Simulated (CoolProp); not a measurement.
Octamethylcyclotetrasiloxane (D4) along the isotherm 346.85 °C: fugacity coefficient from the reference equation and from simpler models built on Tc = 313.4 °C, pc = 1347 kPa, ω = 0.598; each cubic takes its own stable root.

Computed with CoolProp (reference Helmholtz-energy equation of state, Thol 2015).

| p (kPa) | phase | reference | van der Waals | Redlich-Kwong | Soave-Redlich-Kwong | Peng-Robinson |
|---|---|---|---|---|---|---|
| 168 | gas | 0.9649 | 0.9678 | 0.9641 | (withheld) | 0.9620 |
| 337 | gas | 0.9300 | 0.9355 | 0.9285 | 0.9331 | 0.9247 |
| 505 | gas | 0.8958 | 0.9036 | 0.8937 | 0.9005 | 0.8885 |
| 674 | gas | 0.8618 | 0.8715 | 0.8590 | 0.8681 | 0.8530 |
| 842 | gas | 0.8285 | 0.8395 | 0.8249 | 0.8364 | 0.8184 |
| 1010 | gas | 0.7955 | 0.8074 | 0.7911 | 0.8050 | 0.7845 |
| 1180 | gas | 0.7625 | 0.7745 | 0.7570 | 0.7736 | 0.7509 |
| 1350 | supercritical | 0.7298 | 0.7408 | (withheld) | 0.7423 | 0.7179 |
| 1520 | supercritical | 0.6974 | 0.7055 | 0.6883 | 0.7113 | 0.6855 |
| 1680 | supercritical | 0.6669 | 0.6697 | 0.6551 | 0.6822 | 0.6554 |
| 1850 | supercritical | 0.6348 | 0.6318 | 0.6195 | (withheld) | 0.6242 |
| 2020 | supercritical | 0.6033 | 0.5983 | 0.5863 | 0.6220 | 0.5942 |

### Question
What belongs in the gaps?

### Answer

- 168, Soave-Redlich-Kwong: 0.9664
- 1350, Redlich-Kwong: 0.7228
- 1850, Soave-Redlich-Kwong: 0.6516
